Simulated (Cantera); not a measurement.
An isothermal, constant-pressure homogeneous reactor starts with CO : O2 : H2O : N2 = 0.014 : 0.073 : 0.066 : 1 (molar parts), at 875 K and 1050 Torr. Integrator tolerance rtol = 1e-08.

Detailed kinetics in Cantera: GRI-Mech 3.0 (53 species, 325 reactions).

**Question.** What does this change do: temperature 875 to 923 K?

**Answer.** 
```json
[
 {"quantity": "x(CO) at 1.00 s", "before": "0.0121 (gas-phase equilibrium <1e-12)", "after": "0.0113 (gas-phase equilibrium <1e-12)"},
 {"quantity": "x(O2) at 1.00 s", "before": "0.0633 (gas-phase equilibrium 0.0576)", "after": "0.0629 (gas-phase equilibrium 0.0576)"},
 {"quantity": "x(H2O) at 1.00 s", "before": "0.0572 (gas-phase equilibrium 0.0576)", "after": "0.0572 (gas-phase equilibrium 0.0576)"},
 {"quantity": "x(O) at 1.00 s", "before": "1.59e-9 (gas-phase equilibrium <1e-12)", "after": "4.60e-8 (gas-phase equilibrium 2.55e-12)"},
 {"quantity": "x(CO2) at 1.00 s", "before": "1.66e-5 (gas-phase equilibrium 0.0122)", "after": "0.000876 (gas-phase equilibrium 0.0122)"},
 {"quantity": "x(H2O2) at 1.00 s", "before": "2.40e-7 (gas-phase equilibrium 7.42e-12)", "after": "8.90e-6 (gas-phase equilibrium 1.58e-11)"}
]
```
